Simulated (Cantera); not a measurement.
Charge: 1 mol Al, 2.5 mol NH₃, 38 mol H₂, equilibrated at 40.0 Pa.

Equilibrium computed with Cantera from the NASA thermochemical tables; the gas is ideal and each condensed phase is pure. Candidate condensed phases: Al, AlN; 13 gas species. Equilibrium is a limit: real reactors are often held back by kinetics, nucleation or transport.

At 1500 K, list the 4 most abundant gas species with their mole fractions, and the condensed phases.

H₂ 0.981, N₂ 0.0177, H 0.000872, Al 5.82e-5. Condensed: AlN(s).
